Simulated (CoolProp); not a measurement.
Properties of p-xylene along the isotherm 420.2 K.

Values from CoolProp's reference Helmholtz-energy equation of state, Zhou 2012.

| p (MPa) | phase | density (kg/m³) | viscosity (µPa s) |
|---|---|---|---|
| 0.407 | liquid | 744.8 | 208 |
| 0.815 | liquid | 745.5 | 209 |
| 1.22 | liquid | 746.2 | 210 |
| 1.63 | liquid | 746.9 | 211 |
| 2.04 | liquid | 747.6 | 212 |
| 2.44 | liquid | 748.3 | 213 |
| 2.85 | liquid | 749.0 | 213 |
| 3.26 | liquid | 749.7 | 214 |
| 3.67 | liquid | 750.4 | 215 |
| 4.07 | liquid | 751.0 | 216 |
| 4.48 | liquid | 751.7 | 217 |
| 4.89 | liquid | 752.3 | 218 |
| 5.3 | liquid | 753.0 | 219 |

Viscosity comes from a separate model (Balogun 2015).
